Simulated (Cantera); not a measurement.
A closed system holds: 1 mol Si, 0.16 mol O₂, a varied amount of H₂, equilibrated at 1852 °C and 133 Pa.

Equilibrium computed with Cantera from the NASA thermochemical tables; the gas is ideal and each condensed phase is pure. Candidate condensed phases: H₂O, Si, SiO₂; 18 gas species. Gases not in the tables: Si₂H₆ and higher silanes. The numbers say what is thermodynamically allowed, not how fast it happens.

x: gas mole fraction; nothing condenses.

| n(H₂) (mol) | x H₂ | x H | x Si | x SiO | x SiH | x SiH₂ | x Si₂ |
|---|---|---|---|---|---|---|---|
| 50 | 0.888 | 0.0937 | 0.0124 | 0.00598 | 0.000220 | 1.76e-5 | 1.63e-5 |
| 140 | 0.899 | 0.0943 | 0.00450 | 0.00216 | 8.03e-5 | 6.44e-6 | 2.14e-6 |
| 240 | 0.902 | 0.0944 | 0.00264 | 0.00127 | 4.70e-5 | 3.78e-6 | 7.34e-7 |
| 330 | 0.903 | 0.0945 | 0.00192 | 0.000921 | 3.43e-5 | 2.76e-6 | 3.89e-7 |
| 430 | 0.903 | 0.0945 | [?] | [?] | [?] | [?] | [?] |
| 520 | 0.904 | 0.0945 | 0.00122 | 0.000585 | 2.18e-5 | 1.75e-6 | 1.57e-7 |
| 620 | 0.904 | 0.0946 | [?] | [?] | [?] | [?] | [?] |
| 710 | 0.904 | 0.0946 | 0.000894 | 0.000429 | 1.60e-5 | 1.29e-6 | 8.43e-8 |
| 800 | 0.904 | 0.0946 | 0.000793 | 0.000381 | 1.42e-5 | 1.14e-6 | 6.65e-8 |
| 900 | 0.904 | 0.0946 | 0.000705 | 0.000338 | 1.26e-5 | 1.02e-6 | 5.25e-8 |
| 990 | 0.904 | 0.0946 | 0.000641 | 0.000308 | 1.15e-5 | 9.23e-7 | 4.34e-8 |

Fill in the missing entries.


- 620, x Si: 0.00102
- 620, x SiO: 0.000491
- 620, x SiH: 1.83e-5
- 620, x SiH₂: 1.47e-6
- 620, x Si₂: 1.11e-7
- 430, x Si: 0.00147
- 430, x SiO: 0.000707
- 430, x SiH: 2.63e-5
- 430, x SiH₂: 2.12e-6
- 430, x Si₂: 2.29e-7
